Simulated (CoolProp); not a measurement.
Vapour-liquid equilibrium of benzene (1) + n-dodecane (2) at 2.76 bar; x and y are mole fractions of (1).

Computed with CoolProp (multi-fluid Helmholtz-energy mixture model, Thol 2012 and Lemmon 2004; pair parameters Bell 2016).

```tsv
x	bubble temperature, mixture model (°C)	bubble temperature, Raoult's law (°C)	y, mixture model	y, Raoult's law
0.05	(withheld)	236.4	(withheld)	0.449
0.2	(withheld)	188.2	(withheld)	0.857
0.35	(withheld)	162.5	(withheld)	0.946
0.5	148.9	146.2	0.969	0.976
0.65	135.9	134.6	0.986	0.989
0.8	(withheld)	125.7	(withheld)	0.996
0.95	118.8	118.6	0.999	0.999
```

### Question
Some entries are withheld; supply them.

### Answer

- 0.05, bubble temperature, mixture model (°C): 247.5
- 0.05, y, mixture model: 0.277
- 0.2, bubble temperature, mixture model (°C): 201.1
- 0.2, y, mixture model: 0.778
- 0.35, bubble temperature, mixture model (°C): 168.7
- 0.35, y, mixture model: 0.926
- 0.8, bubble temperature, mixture model (°C): 126.4
- 0.8, y, mixture model: 0.994

The largest gap from Raoult's law is +12.9 K in bubble temperature, at x = 0.2. No azeotrope shows between x = 0.05 and 0.95.

Pair parameters are fitted to limited data, so mixtures are less certain than the pure fluids.
